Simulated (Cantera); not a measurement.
Input: 1 mol Fe2O3, 0.52 mol C, 0.52 mol H2, held at 40.0 mbar.

Cantera equilibrium calculation (NASA polynomials, part measured and part estimated; ideal gas, pure solids and liquids). Candidate condensed phases: C, C6H6, C7H8, C8H18, Fe, Fe(CO)5, FeO, Fe(OH)2, Fe(OH)3, Fe2O3, Fe3O4, H2O; 114 gas species. The tables' stoichiometric FeO is somewhat more stable than real wüstite, so its field is too wide. FeO: taken at fixed stoichiometry. Rates play no part.

log p: log10 of the partial pressure in bar; n: condensed amount in mol.

| T (°C) | log p CO | log p H2O | log p H2 | log p CO2 | log p H | log p Fe | n FeO(s) | n FeO(l) |
|---|---|---|---|---|---|---|---|---|
| 825 | -1.97 | -2.03 | -1.97 | -2.04 | -8.59 | -12.52 | 2.00 | 0 |
| 925 | -1.94 | -2.00 | -2.00 | -2.07 | [?] | [?] | 2.00 | 0 |
| 1025 | -1.92 | -1.97 | -2.03 | -2.11 | [?] | [?] | 2.00 | 0 |
| 1125 | -1.90 | -1.95 | -2.05 | -2.13 | -6.35 | -8.36 | 2.00 | 0 |
| 1225 | -1.88 | -1.94 | -2.07 | -2.16 | -5.80 | -7.36 | 2.00 | 0 |
| 1325 | -1.87 | -1.92 | -2.09 | -2.18 | -5.32 | -6.48 | 2.00 | 0 |
| 1425 | -1.86 | -1.91 | -2.11 | -2.20 | -4.89 | -5.74 | 0 | 2.00 |
| 1525 | -1.86 | -1.91 | -2.12 | -2.22 | -4.51 | -5.10 | 0 | 2.00 |
| 1625 | -1.85 | -1.90 | -2.14 | -2.23 | -4.18 | -4.54 | 0 | 2.00 |

**Question.** Fill in the missing entries.

**Answer.** 
- 925, log p H: -7.72
- 925, log p Fe: -10.89
- 1025, log p H: -6.98
- 1025, log p Fe: -9.53
